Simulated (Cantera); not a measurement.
A closed system holds: 1 mol Al(CH3)3, 7.6 mol H2O, 4 mol N2, at 0.00150 bar.

Equilibrium computed with Cantera from the NASA thermochemical tables; the gas is ideal and each condensed phase is pure. Candidate condensed phases: Al, AlN, Al2O3, C, C6H6, C7H8, C8H18, H2O; 148 gas species. The feed counts by its element totals alone. Equilibrium is a limit: real reactors are often held back by kinetics, nucleation or transport. All values below are at 1725 K.

Base state: H2 0.481, N2 0.209, H2O 0.149, CO 0.144, CO2 0.0127, H 0.00333, OH 5.68e-5 (mole fractions); condensed: Al2O3(s).

Problem. What changes in the equilibrium state with this change: H2O from 7.6 to 0.28 mol?

Solution. 
```tsv
species	before	after
H2	0.481	0.553
N2	0.209	0.407
CO	0.144	0.0326
H2O	0.149	1.14e-8
CO2	0.0127	<1e-9
Al	<1e-9	0.00129
HCN	<1e-9	0.00199
HNC	<1e-9	6.33e-5
Al2O3(s), mol	0.500	0
AlN(s), mol	0	0.989
C(graphite), mol	0	2.70
```

Problem. What changes in the equilibrium state with this change: pressure from 0.00150 bar to 0.133 bar?

Solution. 
```tsv
species	before	after
H2	0.481	0.484
N2	0.209	0.209
H2O	0.149	0.150
H	0.00333	0.000354
CO	0.144	0.144
CO2	0.0127	0.0127
OH	5.68e-5	6.03e-6
Al2O3(s), mol	0.500	0.500
```
Gases not in the tables: Al(OH)3.
